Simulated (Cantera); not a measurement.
# Premixed flame

A freely propagating, adiabatic, planar premixed flame of H₂ : O₂ : N₂ = 1.3 : 0.2 : 0.752 (molar parts), unburnt at 450 K and 500000 Pa; mixture-averaged transport, grid criteria slope 0.08 and curve 0.16, no radiation.

Computed with Cantera and the H2/O2 subset of GRI-Mech 3.0, which has no nitrogen chemistry. The hydrogen kinetics of GRI-Mech 3.0 are dated; newer H2 mechanisms differ, most at raised pressure. Burning velocities carry a grid error of a few per cent, more on coarse grids.

| z (mm) | T (K) | u (m/s) | x H₂ | x O₂ | x H₂O | x O | x H | x OH |
|---|---|---|---|---|---|---|---|---|
| -0.191 | 450 | 3.63 | 0.577 | 0.0888 | 1.59e-8 | <1e-8 | <1e-8 | <1e-8 |
| -0.127 | 450 | 3.63 | 0.577 | 0.0888 | 4.24e-7 | <1e-8 | <1e-8 | <1e-8 |
| -0.0955 | 451 | 3.64 | 0.577 | 0.0889 | 5.68e-6 | <1e-8 | <1e-8 | <1e-8 |
| -0.0636 | 458 | 3.68 | 0.575 | 0.0892 | 8.67e-5 | 6.46e-8 | <1e-8 | <1e-8 |
| -0.0318 | 577 | 4.51 | 0.559 | 0.0898 | 0.00564 | 7.52e-6 | 4.99e-5 | 3.03e-5 |
| -0.0159 | 866 | 6.57 | 0.529 | 0.0798 | 0.0343 | 9.12e-5 | 0.00199 | 0.000319 |
| 0 | 1195 | 8.93 | 0.488 | 0.0566 | 0.0850 | 0.000359 | 0.00978 | 0.000488 |
| 0.0159 | 1424 | 10.6 | 0.451 | 0.0299 | 0.136 | 0.000485 | 0.0198 | 0.000666 |
| 0.0318 | 1549 | 11.5 | 0.431 | 0.0128 | 0.168 | 0.000309 | 0.0254 | 0.000665 |
| 0.0636 | 1651 | 12.3 | 0.420 | 0.00209 | 0.189 | 7.44e-5 | 0.0253 | 0.000572 |
| 0.127 | 1719 | 12.7 | 0.423 | 0.000120 | 0.193 | 1.88e-5 | 0.0190 | 0.000472 |
| 0.255 | 1771 | 13.1 | 0.428 | 3.72e-6 | 0.194 | 7.49e-6 | 0.0121 | 0.000338 |
| 0.509 | 1807 | 13.3 | 0.431 | 6.13e-7 | 0.195 | 2.66e-6 | 0.00699 | 0.000212 |
x: mole fraction of selected species; z is measured from the peak of heat release.

```json
{
 "laminar_burning_velocity": "363 cm/s",
 "thermal_thickness": "0.0636 mm",
 "peak x(O)": "0.000494",
 "peak x(H)": "0.0264",
 "peak x(OH)": "0.000683",
 "grid_points": "109"
}
```
